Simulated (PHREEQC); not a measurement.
1 kg of water holding 0.05 mol NaOH meets 20 L of dry gas (CO2 0.88, N2 0.12 by moles) at fixed total pressure, at 100 °C; fugacities by Peng-Robinson. The gases take part in no redox reaction, some water evaporates into the gas, and hydrates or a liquid gas phase aren't modelled. Precipitation was switched off in this run.

All values are PHREEQC results (ion-association model, phreeqc.dat), not measurements.

```tsv
P (atm)	dissolved CO2 (all carbonate carbon) (mol/kgw)	φ of CO2	p of CO2 (atm)	dissolved N2 (mol/kgw)	φ of N2	p of N2 (atm)	pH
2	0.0595	0.996	0.872	5.70e-5	1.006	0.125	7.06
5	0.0864	0.987	3.49	0.000223	1.008	0.490	6.47
10	0.130	[?]	7.86	[?]	1.012	1.09	6.13
20	0.215	0.948	16.6	0.00105	1.023	2.30	5.82
30	0.295	0.923	25.3	[?]	1.034	3.51	5.65
40	0.370	0.898	34.1	0.00215	1.047	4.71	5.53
50	0.441	0.875	42.8	0.00271	[?]	5.91	5.45
75	0.597	0.819	64.6	0.00414	1.103	8.90	5.30
100	0.727	0.767	86.3	0.00564	1.153	11.9	5.21
150	0.917	0.679	130	[?]	1.273	17.8	5.10
200	1.04	0.611	173	0.0124	1.397	23.7	5.03
300	[?]	0.526	259	0.0192	1.589	35.5	[?]
400	1.32	0.483	346	0.0252	1.724	47.3	4.88
```

Fill in the missing entries.


- 10, φ of CO2: 0.974
- 10, dissolved N2 (mol/kgw): 0.000498
- 30, dissolved N2 (mol/kgw): 0.00160
- 50, φ of N2: 1.061
- 150, dissolved N2 (mol/kgw): 0.00890
- 300, dissolved CO2 (all carbonate carbon) (mol/kgw): 1.21
- 300, pH: 4.94

At this temperature some constants are extrapolated from 25 °C, and those without enthalpy data are left unchanged.
